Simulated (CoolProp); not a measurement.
Properties of m-xylene along the isotherm 620 K.

The numbers come from the reference Helmholtz-energy equation of state, Zhou 2012 in CoolProp.

```json
[
 {"p (bar)": "11.8", "phase": "gas", "isothermal compressibility (1/MPa)": "0.9860", "expansivity (1/kK)": "2.534"},
 {"p (bar)": "23.6", "phase": "gas", "isothermal compressibility (1/MPa)": "0.6530", "expansivity (1/kK)": "5.025"},
 {"p (bar)": "35.3", "phase": "gas", "isothermal compressibility (1/MPa)": "1.497", "expansivity (1/kK)": "38.77"},
 {"p (bar)": "47.1", "phase": "supercritical", "isothermal compressibility (1/MPa)": "0.08535", "expansivity (1/kK)": "8.999"},
 {"p (bar)": "58.9", "phase": "supercritical", "isothermal compressibility (1/MPa)": "0.04357", "expansivity (1/kK)": "5.692"},
 {"p (bar)": "70.7", "phase": "supercritical", "isothermal compressibility (1/MPa)": "0.02979", "expansivity (1/kK)": "4.434"},
 {"p (bar)": "82.5", "phase": "supercritical", "isothermal compressibility (1/MPa)": "0.02279", "expansivity (1/kK)": "3.733"},
 {"p (bar)": "94.3", "phase": "supercritical", "isothermal compressibility (1/MPa)": "0.01853", "expansivity (1/kK)": "3.273"},
 {"p (bar)": "106", "phase": "supercritical", "isothermal compressibility (1/MPa)": "0.01566", "expansivity (1/kK)": "2.946"},
 {"p (bar)": "118", "phase": "supercritical", "isothermal compressibility (1/MPa)": "0.01354", "expansivity (1/kK)": "2.692"},
 {"p (bar)": "130", "phase": "supercritical", "isothermal compressibility (1/MPa)": "0.01194", "expansivity (1/kK)": "2.491"},
 {"p (bar)": "141", "phase": "supercritical", "isothermal compressibility (1/MPa)": "0.01078", "expansivity (1/kK)": "2.340"},
 {"p (bar)": "153", "phase": "supercritical", "isothermal compressibility (1/MPa)": "0.009756", "expansivity (1/kK)": "2.201"},
 {"p (bar)": "165", "phase": "supercritical", "isothermal compressibility (1/MPa)": "0.008913", "expansivity (1/kK)": "2.084"},
 {"p (bar)": "177", "phase": "supercritical", "isothermal compressibility (1/MPa)": "0.008207", "expansivity (1/kK)": "1.983"}
]
```
